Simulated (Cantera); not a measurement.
A closed system holds: 1 mol Si, 0.07 mol CO2, 2.6 mol H2, equilibrated at 848.15 K and 638 Torr.

These are equilibrium values from Cantera (NASA tables, ideal gas, pure condensed phases), not measurements of a reactor. Candidate condensed phases: C, C6H6, C7H8, C8H18, H2O, Si, SiC, SiO2; 123 gas species. The numbers say what is thermodynamically allowed, not how fast it happens.

Base state: H2 1.000, CH4 4.39e-5 (mole fractions); condensed: Si(s) + SiC(s) + SiO2(β-quartz).

Question: What changes in the equilibrium state with this change: temperature from 848.15 K to 1598 K?

Answer: 
| species | before | after |
|---|---|---|
| H2 | 1.000 | 0.997 |
| SiO | <1e-9 | 0.00324 |
| CO | <1e-9 | 0.000123 |
| H | <1e-9 | 5.76e-5 |
| CH4 | 4.39e-5 | 1.45e-5 |
| Si(s), mol | 0.860 | 0.856 |
| SiC(s), mol | 0.0699 | 0.0696 |
| SiO2(β-quartz), mol | 0.0700 | 0.0656 |
Mutual solubility and eutectic melting of coexisting phases are not modelled. The tables hold silica as quartz up to 1696 K and as liquid above; real silica turns to tridymite and cristobalite and melts near 1996 K.
